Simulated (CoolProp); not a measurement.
Vapour-liquid equilibrium of dimethyl ether (1) + n-butane (2) at 299 K; x and y are mole fractions of (1).

Computed with CoolProp (multi-fluid Helmholtz-energy mixture model, Wu 2011 and Bücker 2006; pair parameters Bell 2016).

| x | bubble pressure (MPa) | y at the bubble point | dew pressure at overall composition x (MPa) | liquid density (mol/L) |
|---|---|---|---|---|
| 0.05 | 0.2814 | 0.147 | 0.2598 | 9.985 |
| 0.15 | 0.3379 | 0.348 | 0.2822 | 10.29 |
| 0.25 | 0.3864 | 0.481 | 0.3082 | 10.62 |
| 0.35 | 0.4283 | 0.578 | 0.3387 | 10.98 |
| 0.45 | 0.4648 | 0.656 | 0.3743 | 11.37 |
| 0.55 | 0.4969 | 0.722 | 0.4156 | 11.80 |
| 0.65 | 0.5255 | 0.782 | 0.4619 | 12.27 |
| 0.75 | 0.5513 | 0.840 | 0.5105 | 12.78 |
| 0.85 | 0.5747 | 0.899 | 0.5557 | 13.35 |
| 0.95 | 0.5955 | 0.964 | 0.5914 | 13.98 |

No azeotrope shows between x = 0.05 and 0.95.

Pair parameters are fitted to limited data, so mixtures are less certain than the pure fluids.
